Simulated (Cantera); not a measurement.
An isothermal, constant-pressure homogeneous reactor starts with 1.67 % CH2O, 2.79 % O2, 95.5 % N2, equivalence ratio 0.60, at 1250 K and 1000000 Pa.

Cantera simulation using GRI-Mech 3.0 (53 species, 325 reactions); the numbers are that mechanism's predictions, not measurements. The temperature is held fixed by assumption; the heat of reaction is taken as removed at once.

x: mole fraction; the columns are a selection and need not sum to one.

| t (s) | x CH2O | x O2 | x HCN | x C2H4 | x CH3 | x CO |
|---|---|---|---|---|---|---|
| 0.000700 | 2.64e-10 | 0.0177 | <1e-12 | <1e-12 | 1.40e-11 | 0.0126 |
| 0.00177 | 7.19e-11 | 0.0162 | <1e-12 | <1e-12 | <1e-12 | 0.0101 |
| 0.00449 | 2.64e-11 | ? | <1e-12 | <1e-12 | <1e-12 | ? |
| 0.0114 | 4.88e-12 | 0.0126 | <1e-12 | <1e-12 | <1e-12 | 0.00296 |
| 0.0288 | <1e-12 | 0.0115 | <1e-12 | <1e-12 | <1e-12 | ? |
| 0.0729 | <1e-12 | 0.0112 | <1e-12 | <1e-12 | <1e-12 | 0.000121 |
| 0.185 | <1e-12 | 0.0111 | <1e-12 | <1e-12 | <1e-12 | 5.04e-6 |
| 0.468 | <1e-12 | 0.0111 | <1e-12 | <1e-12 | <1e-12 | 9.63e-9 |
| 1.18 | <1e-12 | 0.0111 | <1e-12 | <1e-12 | <1e-12 | 2.73e-9 |
| 3.00 | <1e-12 | 0.0111 | <1e-12 | <1e-12 | <1e-12 | 2.72e-9 |

Question: What belongs in the gaps?

Answer: 
- 0.00449, x O2: 0.0145
- 0.00449, x CO: 0.00668
- 0.0288, x CO: 0.000789
